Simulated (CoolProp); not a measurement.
Saturation properties of cyclopentane.

Model: reference Helmholtz-energy equation of state, Gedanitz 2015, in CoolProp.

| T (K) | p (MPa) | liquid cp (kJ/(kg K)) | surface tension (mN/m) | liquid conductivity (mW/(m K)) |
|---|---|---|---|---|
| 343.2 | 0.1915 | 2.048 | 15.7 | 110 |
| 356.5 | 0.2754 | 2.123 | 14.0 | 106 |
| 369.9 | 0.3856 | 2.202 | 12.4 | 101 |
| 383.3 | 0.5261 | 2.284 | 10.8 | 96.7 |
| 396.7 | 0.7018 | 2.370 | 9.26 | 92.4 |
| 410.1 | 0.9177 | 2.461 | 7.79 | 88.3 |
| 423.5 | 1.179 | 2.561 | 6.40 | 84.3 |
| 436.9 | 1.492 | 2.675 | 5.10 | 80.6 |
| 450.3 | 1.863 | 2.813 | 3.87 | 77.0 |

It boils at 322.4 K under 1 atm.

Thermal conductivity comes from a separate model (Vassiliou 2015). Surface tension comes from a separate correlation (Mulero 2014).
